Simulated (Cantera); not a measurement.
Charge: 1 mol MgCl2, 0.038 mol HCl, 3.1 mol H2, equilibrated at 1425 K and 10.0 mbar.

Cantera equilibrium calculation (NASA polynomials, part measured and part estimated; ideal gas, pure solids and liquids). Kinetics and transport are ignored.

| species | before | after |
|---|---|---|
| H2 | 0.744 | 0.668 |
| MgCl2 | 0.238 | 0.184 |
| HCl | 0.0155 | 0.0969 |
| Mg | 0.00304 | 0.0423 |
| Cl | 1.01e-6 | 0.000478 |
| H | 5.88e-5 | 0.00433 |
| MgH | 2.49e-6 | 4.86e-5 |
| MgCl | 0.000278 | 0.00384 |
Gas species are given as mole fractions.

### Question
Name the change that produced these shifts.
A) HCl from 0.038 to 0.38 mol
B) temperature from 1425 K to 1848 K
C) temperature from 1425 K to 1598.15 K
D) HCl from 0.038 to 0.59 mol

### Answer
B, temperature from 1425 K to 1848 K. The tables' values for MgH are old estimates; treat these amounts as uncertain
